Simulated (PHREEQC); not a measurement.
BaCl2 is added in steps, without added water, to 1 kg of water holding 0.0066 mol AgF, at 20 °C. Oxygen is held at 0.21 atm. CO2 from the air is kept out. Solids allowed: BaF2, Cerargyrite, Ag2O. Others were left out.

Base run: PHREEQC, ion-association model, wateq4f.dat. Each further column changes one thing. The table gives Ag+ (mol/kgw).

```
BaCl2 added (mol)     base  diluted 5-fold with water  diluted 100-fold with water  AgF from 0.0066 to 0.0033 mol/kgw  no solid may form
-----------------  -------  -------------------------  ---------------------------  ---------------------------------  -----------------
0                  0.00651                    0.00132                      6.60e-5                            0.00328            0.00651
0.001238           0.00407                    1.12e-7                      5.37e-8                           0.000819            0.00441
0.002063           0.00244                    4.77e-8                      3.30e-8                            1.62e-7            0.00322
0.0033             1.17e-5                    2.64e-8                      2.13e-8                            4.22e-8            0.00190
0.004537           5.80e-8                    1.85e-8                      1.59e-8                            2.49e-8            0.00112
0.005363           3.54e-8                    1.55e-8                      1.37e-8                            1.97e-8           0.000807
0.0066             2.27e-8                    1.26e-8                      1.14e-8                            1.51e-8           0.000523
0.007838           1.68e-8                    1.06e-8                      9.78e-9                            1.23e-8           0.000360
0.008663           1.44e-8                    9.66e-9                      8.95e-9                            1.10e-8           0.000288
0.0099             1.19e-8                    8.51e-9                      7.97e-9                            9.53e-9           0.000214
```

 In at least one series the solution becomes supersaturated in solids that the run did not let form, among them Cerargyrite.
